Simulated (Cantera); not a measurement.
Charge: 1 mol Si2Cl6, 0.034 mol HCl, 410 mol H2, held at 0.530 bar.

Method: chemical equilibrium by Gibbs-energy minimisation in Cantera with the NASA 1993 tables (ideal gas, pure condensed phases). Candidate condensed phases: Si; 19 gas species. The feed counts by its element totals alone. The tables' values for SiCl3 are old estimates; treat these amounts as uncertain. Kinetics and transport are ignored. All values below are at 1023 K.

Base state: H2 0.992, HCl 0.00537, SiHCl3 0.00153, SiCl4 0.000977, SiH2Cl2 0.000264, SiCl2 5.17e-5, SiCl3 4.89e-5, SiH3Cl 1.18e-5 (mole fractions); condensed: Si(s).

What changes in the equilibrium state with this change: Si2Cl6 replaced by Si3H8?


| species | before | after |
|---|---|---|
| H2 | 0.992 | 1.000 |
| HCl | 0.00537 | 8.18e-5 |
| SiH3Cl | 1.18e-5 | 1.81e-7 |
| SiHCl3 | 0.00153 | 5.34e-9 |
| SiCl4 | 0.000977 | <1e-9 |
| SiCl3 | 4.89e-5 | <1e-9 |
| SiCl2 | 5.17e-5 | 1.19e-8 |
| SiH2Cl2 | 0.000264 | 6.12e-8 |
| Si(s), mol | 0.814 | 3.00 |
